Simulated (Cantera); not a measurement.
Cantera run:

```python
import numpy as np
import cantera as ct

gas_names = """
    H HNO HNO2 HNO3 HO2 H2 H2O H2O2 N NH NH2 NH3 NH2OH NO NO2 NO3 N2 N2H2 N2H4 N2O O OH O2 O3 Pb PbO Pb2
""".split()
cond_names = """
    H2O(s) H2O(L) Pb(cr) Pb(L) PbO(rd) PbO(yw) PbO(L) PbO2(s) Pb3O4(s)
""".split()


# ... load() reads the species with a 1 bar reference pressure and builds the phases ...
atoms = {
    'PbO': {'Pb': 1, 'O': 1},
    'H2': {'H': 2},
    'N2': {'N': 2},
}
top_T = {'Pb3O4(s)': 820}  # K; cautious upper limits of use, not melting points


# ... equilibrate(T, P, feed) seeds the gas with the atoms and calls Mixture.equilibrate('TP', solver="vcs", rtol=1e-11, max_steps=5000) ...
results = []
feed = {'PbO': 1, 'H2': 190, 'N2': 1.1}  # mol
T = 1923  # K
P = 29000  # Pa
mix = equilibrate(T, P, feed)
results.append((T, P, feed, dict(zip(mix.species_names, mix.species_moles))))
x = sorted(zip(gas.X, gas.species_names), reverse=True)
print(f"T = {T:g} K  P = {P:g} Pa  gas = {mix.phase_moles(0):.4g} mol")
print("   x: " + "  ".join(f"{s} {v:.3e}" for v, s in x if v > 1e-06))
print("   condensed (mol): " + ("  ".join(f"{mix.phase(i).name} {mix.phase_moles(i):.4g}"
      for i in range(1, mix.n_phases) if mix.phase_moles(i) > 1e-12) or "none"))
```

Output:

```
T = 1923 K  P = 29000 Pa  gas = 192.3 mol
   x: H2 9.821e-01  N2 5.721e-03  Pb 5.201e-03  H2O 5.200e-03  H 1.734e-03
   condensed (mol): none
```

Equilibrium computed with Cantera from the NASA thermochemical tables; the gas is ideal and each condensed phase is pure.
